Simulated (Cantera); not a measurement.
A perfectly stirred reactor is fed with 5.94 % C3H8, 19.8 % O2, 74.3 % N2, at 4.00 bar; it is adiabatic with a 548 K inlet, and is followed from long to short residence time, starting on the burning branch (τ in s: 0.25, 0.093, 0.034, 0.012, 0.0045, 0.0017, 0.00061, 0.00022, 8.1e-05).

Model: GRI-Mech 3.0 (53 species, 325 reactions), integrated in Cantera. GRI-Mech 3.0 was tuned for natural gas; its chemistry of propane as a main component is partial and can be far from experiment.

Problem. Predict: blow-out, bracketed by the residence times tried; x(C3H8) at τ = 0.250 s; x(O2) at τ = 0.250 s; x(OH) at τ = 0.250 s; x(HO2) at τ = 0.250 s; x(CH3) at τ = 0.250 s; x(C3H8) at τ = 4.50 ms; x(O2) at τ = 4.50 ms; x(OH) at τ = 4.50 ms; x(HO2) at τ = 4.50 ms; x(CH3) at τ = 4.50 ms.

Solution. 
```json
{
 "blow_out_bracketed_by_the_residence_times_tried": "burning at 81.0 µs, the shortest tried",
 "x(C3H8) at τ = 0.250 s": "6.76e-8",
 "x(O2) at τ = 0.250 s": "1.62e-5",
 "x(OH) at τ = 0.250 s": "0.000197",
 "x(HO2) at τ = 0.250 s": "5.38e-9",
 "x(CH3) at τ = 0.250 s": "8.53e-6",
 "x(C3H8) at τ = 4.50 ms": "2.88e-6",
 "x(O2) at τ = 4.50 ms": "0.000462",
 "x(OH) at τ = 4.50 ms": "0.000370",
 "x(HO2) at τ = 4.50 ms": "1.94e-7",
 "x(CH3) at τ = 4.50 ms": "0.000177"
}
```
